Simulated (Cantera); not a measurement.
Input: 1 mol CsOH, 0.073 mol H2O, at 75.0 Torr.

Cantera equilibrium calculation (NASA polynomials, part measured and part estimated; ideal gas, pure solids and liquids). Candidate condensed phases: Cs, CsOH, H2O; 15 gas species. Rates play no part.

x: gas mole fraction; n: condensed amount in mol.

| T (K) | x H2O | x CsOH | x Cs | x Cs2(OH)2 | x O2 | x OH | n CsOH(l) |
|---|---|---|---|---|---|---|---|
| 850 | 0.947 | 0.0309 | 2.60e-9 | 0.0219 | 8.18e-9 | 2.82e-10 | 0.994 |
| 950 | 0.711 | 0.212 | 2.46e-7 | 0.0775 | 1.19e-7 | 5.35e-9 | 0.962 |
| 1050 | 0.0771 | 0.790 | 1.50e-5 | 0.133 | 3.76e-6 | 2.96e-8 | 0 |
| 1150 | 0.0702 | 0.899 | 9.24e-5 | 0.0306 | 2.31e-5 | 2.25e-7 | 0 |
| 1250 | 0.0687 | 0.923 | (withheld) | (withheld) | (withheld) | (withheld) | 0 |
| 1350 | 0.0688 | 0.927 | (withheld) | (withheld) | (withheld) | (withheld) | 0 |
| 1450 | 0.0697 | 0.925 | 0.00358 | 0.000766 | 0.000892 | 1.89e-5 | 0 |
| 1550 | 0.0719 | 0.917 | 0.00859 | 0.000300 | 0.00213 | 5.71e-5 | 0 |
| 1650 | 0.0761 | 0.901 | 0.0181 | 0.000129 | 0.00450 | 0.000152 | 0 |
| 1750 | 0.0832 | 0.873 | 0.0342 | 5.94e-5 | 0.00845 | 0.000367 | 0 |
| 1850 | 0.0937 | 0.832 | 0.0582 | 2.86e-5 | 0.0143 | 0.000814 | 0 |
| 1950 | 0.108 | 0.776 | 0.0906 | 1.41e-5 | 0.0222 | 0.00168 | 0 |
| 2050 | 0.125 | 0.707 | 0.131 | 7.02e-6 | 0.0318 | 0.00322 | 0 |
| 2150 | 0.143 | 0.626 | 0.177 | 3.48e-6 | 0.0427 | 0.00579 | 0 |

Complete the blanks.


- 1250, x Cs: 0.000388
- 1250, x Cs2(OH)2: 0.00756
- 1250, x O2: 9.71e-5
- 1250, x OH: 1.24e-6
- 1350, x Cs: 0.00129
- 1350, x Cs2(OH)2: 0.00222
- 1350, x O2: 0.000322
- 1350, x OH: 5.35e-6
